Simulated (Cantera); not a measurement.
Cantera run:

```python
import numpy as np
import cantera as ct

gas_names = """
    C CN CO CO2 C2 CCN CNC C2N2 C2O C3 C3O2 C4 C4N2 C5 Fe FeC5O5 FeO N NCO NO NO2 NO3 N2 N2O O O2 O3
""".split()
cond_names = """
    C(gr) Fe(a) Fe(c) Fe(d) Fe(L) FeC5O5(L) FeO(s) FeO(L) Fe2O3(s) Fe3O4(s)
""".split()


# ... load() reads the species with a 1 bar reference pressure and builds the phases ...
atoms = {
    'Fe': {'Fe': 1},
    'CO': {'C': 1, 'O': 1},
    'N2': {'N': 2},
}
top_T = {'C(gr)': 4500, 'Fe2O3(s)': 1830, 'Fe3O4(s)': 1870}  # K; cautious upper limits of use, not melting points


# ... equilibrate(T, P, feed) seeds the gas with the atoms and calls Mixture.equilibrate('TP', solver="vcs", rtol=1e-11, max_steps=5000) ...
results = []
feed = {'Fe': 1, 'CO': 0.87, 'N2': 33}  # mol
T = 1325  # K
P = 13  # Pa
mix = equilibrate(T, P, feed)
results.append((T, P, feed, dict(zip(mix.species_names, mix.species_moles))))
print(gas.report(threshold=1e-06))
for i in range(1, mix.n_phases):
    print(f"{mix.phase(i).name:16s} {mix.phase_moles(i):12.5e} mol")
```

Result:

```
       temperature   1325 K
          pressure   13 Pa
           density   3.3058e-05 kg/m^3
  mean mol. weight   28.014 kg/kmol
   phase of matter   gas

                          1 kg             1 kmol
                     ---------------   ---------------
          enthalpy        1.0535e+06        2.9514e+07  J
   internal energy        6.6029e+05        1.8498e+07  J
           entropy             11178        3.1314e+05  J/K
    Gibbs function       -1.3757e+07       -3.8539e+08  J
 heat capacity c_p            1219.4             34160  J/K
 heat capacity c_v            922.57             25845  J/K

                      mass frac. Y      mole frac. X     chem. pot. / RT
                     ---------------   ---------------   ---------------
                CO          0.025682          0.025686           -49.029
                Fe        3.3661e-05        1.6886e-05           -6.0504
                N2           0.97428            0.9743           -34.613
     [  +24 minor]         8.203e-10        5.3108e-10

C(gr)             2.43868e-10 mol
Fe(c)             9.99428e-01 mol
FeC5O5(L)         0.00000e+00 mol
FeO(s)            0.00000e+00 mol
Fe2O3(s)          0.00000e+00 mol
Fe3O4(s)          0.00000e+00 mol
```

These are equilibrium values from Cantera (NASA tables, ideal gas, pure condensed phases), not measurements of a reactor.
